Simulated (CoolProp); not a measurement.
A simple Rankine cycle with hydrogen sulfide: condensing at 310.15 K, boiler at 7.38 MPa, turbine inlet 376.7 K, turbine efficiency 0.75, pump efficiency 0.6, no recuperator. Each further row changes one setting.

Computed with CoolProp (reference Helmholtz-energy equation of state, Lemmon 2006). It is a short technical equation, of lower accuracy than the large ones.

| case | thermal efficiency (%) | net work (kJ/kg) | heat in (kJ/kg) | turbine exit temperature (K) | volume ratio over the turbine |
|---|---|---|---|---|---|
| as stated | 7.9 | 30.6 | 385 | 310.2 | 2.55 |
| turbine inlet 396.7 K | 8.6 | 37.0 | 429 | 312.0 | 2.35 |
| condensing temperature 302.15 K | 9.2 | 37.2 | 403 | 302.2 | 3.05 |
| boiler pressure 5.17 MPa | 6.2 | 27.2 | 437 | 323.9 | 1.74 |
| turbine efficiency 0.65 | 6.5 | 25.1 | 385 | 310.2 | 2.59 |

The expansion ends wet for: as stated; condensing temperature 302.15 K; turbine efficiency 0.65.
